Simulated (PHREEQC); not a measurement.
A made-up water analysis in mmol/kgw, 25 °C, pH 8.76, pe 10.2: Na 0.762; K 0.0359; Ca 0.246; Mg 0.192; Cl 0.828; S(6) 0.181; Alkalinity (meq/kgw) 0.461; Ba 0.000615.

Valence states are taken as typed.

Computed with PHREEQC (ion-association model, phreeqc.dat).

No solid was allowed to form.

**Question.** Order these Ba species by the share of Ba that they hold, largest first: BaHCO3+, BaSO4, BaCO3, Ba+2.

**Answer.** Ba+2 (94 %), BaSO4 (5.3 %), BaCO3 (0.42 %), BaHCO3+ (0.30 %)

The pH is 8.76 and the ionic strength 0.00224 mol/kgw. Species that the database lacks are ignored.
